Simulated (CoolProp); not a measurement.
Vapour-liquid equilibrium of R245fa (1) + isopentane (2) at 0.307 MPa; x and y are mole fractions of (1).

The numbers come from the multi-fluid Helmholtz-energy mixture model, Akasaka 2015 and Lemmon 2006; pair parameters Bell 2016 in CoolProp.

| x | bubble temperature, mixture model (K) | bubble temperature, Raoult's law (K) | y, mixture model | y, Raoult's law |
|---|---|---|---|---|
| 0.05 | 330.5 | 336.2 | 0.198 | 0.082 |
| 0.2 | 319.0 | 332.7 | 0.487 | 0.297 |
| 0.35 | 314.5 | 329.6 | 0.595 | 0.476 |
| 0.5 | 313.0 | 326.9 | 0.644 | 0.627 |
| 0.65 | 312.6 | 324.4 | 0.675 | 0.757 |
| 0.8 | 312.9 | 322.2 | 0.718 | 0.870 |
| 0.95 | 316.1 | 320.1 | 0.867 | 0.969 |

The largest gap from Raoult's law is -15.1 K in bubble temperature, at x = 0.35. y crosses x between x = 0.65 and 0.8: the model has an azeotrope there.

The pair parameters rest on a limited set of measurements; away from them the model extrapolates. With so large a gap from Raoult's law the liquid may split in two, which this calculation doesn't test in full.
